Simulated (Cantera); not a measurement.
Charge: 1 mol Si2H6, 28 mol H2, 0.0094 mol Cl2, equilibrated at 1025 K and 31.5 Torr.

Method: chemical equilibrium by Gibbs-energy minimisation in Cantera with the NASA 1993 tables (ideal gas, pure condensed phases). Candidate condensed phases: Si; 19 gas species. The feed counts by its element totals alone. The numbers say what is thermodynamically allowed, not how fast it happens.

**Question.** What is the equilibrium state?

**Answer.** 
```json
{
 "x(H2)": "0.999",
 "x(HCl)": "0.000604",
 "n(Si(s))": "2.00 mol",
 "gas_amount": "31.01 mol"
}
```
